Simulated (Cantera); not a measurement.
Input (Python, Cantera) and output of one run.

```python
import numpy as np
import cantera as ct

gas_names = """
    CL CL2 H HCL H2 Si SiCL SiCL2 SiCL3 SiCL4 SiH SiHCL3 SiH2 SiH2CL2 SiH3 SiH3CL SiH4 Si2 Si3
""".split()
cond_names = """
    Si(cr) Si(L)
""".split()


# ... load() reads the species with a 1 bar reference pressure and builds the phases ...
atoms = {
    'SiCl4': {'Si': 1, 'CL': 4},
    'HCl': {'H': 1, 'CL': 1},
    'H2': {'H': 2},
}
top_T = {}  # K; cautious upper limits of use, not melting points


# ... equilibrate(T, P, feed) seeds the gas with the atoms and calls Mixture.equilibrate('TP', solver="vcs", rtol=1e-11, max_steps=5000) ...
results = []
feed = {'SiCl4': 1, 'HCl': 1.6, 'H2': 0.96}  # mol
P = 180000  # Pa
for T in [875, 925, 975, 1025, 1075, 1125, 1175, 1225, 1275, 1325, 1375, 1425]:
    mix = equilibrate(T, P, feed)
    results.append((T, P, feed, dict(zip(mix.species_names, mix.species_moles))))

top = {s: max(r[3][s] / sum(r[3][g] for g in gas_names) for r in results) for s in gas_names}
cols = sorted((s for s in top if top[s] > 0.001), key=lambda s: -top[s])[:6]
seen = [c for c in cond_names if any(r[3].get(c, 0) > 1e-12 for r in results)]
print("log10 of partial pressures in bar; condensed amounts in mol")
print(f"{'T/K':>10s}" + "".join(f"{s[:9]:>10s}" for s in cols + seen))
for T, P, feed, n in results:
    ng = sum(n[g] for g in gas_names)
    print(f"{T:10.4g}" + "".join(f"{np.log10(max(n[s] / ng * P / 1e5, 1e-99)):10.3f}" for s in cols)
          + "".join(f"{n.get(c, 0):10.4g}" for c in seen))
```

Result:

```
log10 of partial pressures in bar; condensed amounts in mol
       T/K       HCL     SiCL4        H2     SiCL3    SiHCL3     SiCL2
       875    -0.092    -0.297    -0.315    -5.581    -3.179    -9.103
       925    -0.091    -0.297    -0.315    -5.016    -2.960    -8.135
       975    -0.091    -0.298    -0.315    -4.510    -2.765    -7.270
      1025    -0.091    -0.298    -0.316    -4.055    -2.590    -6.492
      1075    -0.090    -0.300    -0.317    -3.644    -2.433    -5.790
      1125    -0.089    -0.301    -0.319    -3.272    -2.291    -5.153
      1175    -0.088    -0.303    -0.321    -2.933    -2.164    -4.574
      1225    -0.086    -0.306    -0.323    -2.625    -2.049    -4.046
      1275    -0.084    -0.311    -0.327    -2.345    -1.948    -3.566
      1325    -0.081    -0.317    -0.332    -2.091    -1.860    -3.129
      1375    -0.076    -0.327    -0.339    -1.862    -1.785    -2.734
      1425    -0.070    -0.341    -0.350    -1.658    -1.727    -2.380
```

Cantera equilibrium calculation (NASA polynomials, part measured and part estimated; ideal gas, pure solids and liquids). The tables' values for SiCl3 are old estimates; treat these amounts as uncertain.
